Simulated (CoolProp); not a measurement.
Vapour-liquid equilibrium of R113 (1) + acetone (2) at 4.79 kPa; x and y are mole fractions of (1).

The numbers come from the multi-fluid Helmholtz-energy mixture model, Marx 1992 and Lemmon 2006; pair parameters Bell 2016 in CoolProp.

Question: Give the bubble temperature and the first vapour's composition at x = 0.2, 0.575, 0.875. Is there an azeotrope?

Answer: x = 0.2: 252.7 K, y = 0.502; x = 0.575: 249.9 K, y = 0.673; x = 0.875: 250.1 K, y = 0.813. y crosses x between x = 0.65 and 0.725: the model has an azeotrope there.

Pair parameters are fitted to limited data, so mixtures are less certain than the pure fluids.
